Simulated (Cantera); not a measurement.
Input: 1 mol Mg(OH)2, 7.5 mol H2O, held at 5.70 mbar.

Method: chemical equilibrium by Gibbs-energy minimisation in Cantera with the NASA 1993 tables (ideal gas, pure condensed phases). Candidate condensed phases: H2O, Mg, MgO, Mg(OH)2; 15 gas species. Kinetics and transport are ignored. All values below are at 1375 K.

Base state: H2O 0.999, H2 0.000328, O2 0.000153, OH 4.51e-5 (mole fractions); condensed: MgO(s).

Question: What changes in the equilibrium state with this change: 0.0043 mol Cl2 added?

Answer: 
```json
[
 {"species": "H2O", "before": "0.999", "after": "0.998"},
 {"species": "HCl", "before": "0", "after": "0.00101"},
 {"species": "O2", "before": "0.000153", "after": "0.000347"},
 {"species": "H2", "before": "0.000328", "after": "0.000217"},
 {"species": "OH", "before": "4.51e-5", "after": "5.53e-5"},
 {"species": "MgO(s), mol", "before": "1.00", "after": "1.00"}
]
```
Further candidate phases: MgCl2.
